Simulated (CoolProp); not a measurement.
Vapour pressure (kPa) of octamethyltrisiloxane (MDM): the reference equation beside estimates from Tc = 292.2 °C, pc = 1438 kPa, ω = 0.528.

Values from CoolProp's reference Helmholtz-energy equation of state, Thol 2017.

| T (°C) | reference | van der Waals | Redlich-Kwong | Peng-Robinson |
|---|---|---|---|---|
| 151.45 | … | 408.7 | 221.6 | 97.90 |
| 160.15 | 123.3 | 450.6 | … | 122.2 |
| 168.75 | 152.1 | … | 299.0 | … |
| 177.45 | 186.3 | 541.6 | 344.2 | … |
| 186.15 | 226.0 | 591.5 | 394.0 | 224.1 |
| 194.75 | 271.3 | 643.6 | 447.9 | 269.3 |
| 203.45 | 323.8 | 699.0 | … | 322.0 |
| 212.15 | … | 757.4 | 571.7 | … |

### Question
Some entries are withheld; supply them.

### Answer

- 151.45, reference: 98.62
- 160.15, Redlich-Kwong: 258.5
- 168.75, van der Waals: 494.5
- 168.75, Peng-Robinson: 150.7
- 177.45, Peng-Robinson: 184.6
- 203.45, Redlich-Kwong: 507.2
- 212.15, reference: 383.7
- 212.15, Peng-Robinson: 382.2

Absolute difference from the reference over all 8 rows, mean and median: van der Waals 188.5 and 176.2 %, Redlich-Kwong 82.6 and 79.5 %, Peng-Robinson 0.7 and 0.8 %.
